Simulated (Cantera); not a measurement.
Mixture: CH4 : CO : O2 : N2 = 1 : 0.56 : 3.26 : 8.47 (molar parts), equivalence ratio 0.70, at 760 Torr, adiabatic and at constant pressure. Ignition delay is the time to a rise of 400 K.

Computed with Cantera and GRI-Mech 3.0 (53 species, 325 reactions).

Question: What does this change do: pressure from 760 Torr to 338 Torr?

Answer: 
| quantity | before | after |
|---|---|---|
| delay at 1025 K | 0.628 s | 1.25 s |
| delay at 1175 K | 46.8 ms | 85.9 ms |
| delay at 1325 K | 5.44 ms | 9.64 ms |
| delay at 1475 K | 0.981 ms | 1.84 ms |
| delay at 1625 K | 0.271 ms | 0.550 ms |
| apparent activation energy between 1550 and 1700 K | 160 kJ/mol | 150 kJ/mol |

Question: What does this change do: CO 0.56 to 0.29 parts?

Answer: 
| quantity | before | after |
|---|---|---|
| delay at 1025 K | 0.628 s | 0.539 s |
| delay at 1175 K | 46.8 ms | 42.7 ms |
| delay at 1325 K | 5.44 ms | 5.21 ms |
| delay at 1475 K | 0.981 ms | 0.968 ms |
| delay at 1625 K | 0.271 ms | 0.270 ms |
| apparent activation energy between 1550 and 1700 K | 160 kJ/mol | 160 kJ/mol |
